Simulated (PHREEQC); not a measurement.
## Polishing slurry liquid: speciation

A solution holds 0.056 mol/kgw KOH and 0.21 mol/kgw KH2PO4, at 25 °C. Closed to the air; pH follows from the charge balance.

Equilibrium calculation in PHREEQC: ion-association model, wateq4f.dat.

```yaml
pH: 6.27
ionic_strength: 0.310 mol/kgw
activity_of_water: 0.992
total_alkalinity: 56.0 meq/kg
```

```tsv
species	molality	activity	log γ
K+	0.260	0.176	-0.168
H2PO4-	0.154	0.111	-0.143
HPO4-2	0.0499	0.0127	-0.593
KHPO4-	0.00609	0.00438	-0.143
H3PO4	8.21e-6	8.81e-6	0.031
H+	6.92e-7	5.40e-7	-0.107
PO4-3	2.30e-7	1.06e-8	-1.335
OH-	2.74e-8	1.84e-8	-0.173
```

No solid was allowed to form. H3PO4, which wateq4f.dat lacks, is added to it with the constant of phreeqc.dat.
